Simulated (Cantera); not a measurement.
**Equilibrium for abatement and gas-phase synthesis: HI + O2 + H2**

Input: 1 mol HI, 0.46 mol O2, 0.94 mol H2, equilibrated at 1.20 Torr.

These are equilibrium values from Cantera (NASA tables, ideal gas, pure condensed phases), not measurements of a reactor. Candidate condensed phases: H2O, I2; 12 gas species. Equilibrium is a limit: real reactors are often held back by kinetics, nucleation or transport.

```tsv
T (K)	x H2O	x HI	x I	x H2	x I2	x H
725	0.472	0.406	0.00930	0.0639	0.0490	<1e-12
825	0.464	0.373	0.0416	0.0759	0.0451	5.47e-11
925	0.447	0.311	0.114	0.0970	0.0303	2.03e-9
1025	0.425	0.225	0.208	0.128	0.0143	3.89e-8
1125	0.406	0.144	0.287	0.158	0.00545	4.41e-7
1225	0.394	0.0868	0.338	0.179	0.00196	3.30e-6
1325	0.387	0.0524	0.367	0.193	0.000737	1.79e-5
1425	0.383	0.0326	0.383	0.200	0.000299	7.63e-5
1525	0.381	0.0211	0.393	0.205	0.000133	0.000268
1625	0.380	0.0142	0.398	0.207	6.42e-5	0.000803
```
x: gas mole fraction; nothing condenses.

From 725 K to 1625 K nothing is condensed.
